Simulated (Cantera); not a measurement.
Charge: 1 mol PbO, 0.019 mol O₂, 4.1 mol H₂, equilibrated at 1300 K and 1 atm.

Equilibrium computed with Cantera from the NASA thermochemical tables; the gas is ideal and each condensed phase is pure. Candidate condensed phases: H₂O, Pb, PbO, PbO₂, Pb₃O₄; 12 gas species. Rates play no part.

Base state: H₂ 0.745, H₂O 0.253, Pb 0.00259 (mole fractions); condensed: Pb(l).

Task: What changes in the equilibrium state with this change: temperature from 1300 K to 600 K?

Result: 
```csv
species,before,after
H₂,0.745,0.747
H₂O,0.253,0.253
Pb,0.00259,<1e-9
"Pb(l), mol",0.989,0
"Pb(s), mol",0,1.00
```

Task: What changes in the equilibrium state with this change: pressure from 1 atm to 0.203 Torr?

Result: 
| species | before | after |
|---|---|---|
| H₂ | 0.745 | 0.600 |
| H₂O | 0.253 | 0.204 |
| Pb | 0.00259 | 0.196 |
| H | 9.49e-7 | 5.22e-5 |
| Pb(l), mol | 0.989 | 0 |
